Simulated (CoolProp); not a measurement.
The numbers come from the reference Helmholtz-energy equation of state, Lemmon 2005 in CoolProp.

**Question.** For R125, give the phase and the Z, cp (kJ/(kg K)), expansivity (1/kK), viscosity (µPa s) at 160.35 °C and 670 kPa.

**Answer.** 
- 160.35 °C and 670 kPa: gas; Z 0.974, cp 0.992, expansivity 2.55, viscosity 18.5

Viscosity comes from a separate model (Huber 2006).
